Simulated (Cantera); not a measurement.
A closed system holds: 1 mol NF3, 0.47 mol H2O, 26 mol N2, equilibrated at 1.33 mbar.

Method: chemical equilibrium by Gibbs-energy minimisation in Cantera with the NASA 1993 tables (ideal gas, pure condensed phases). Candidate condensed phases: H2O; 40 gas species. Equilibrium is a limit: real reactors are often held back by kinetics, nucleation or transport.

**Question.** At 2023 K, list the 4 most abundant gas species with their mole fractions, and the condensed phases.

**Answer.** N2 0.890, F 0.0692, HF 0.0316, O2 0.00628. Condensed: gas only.
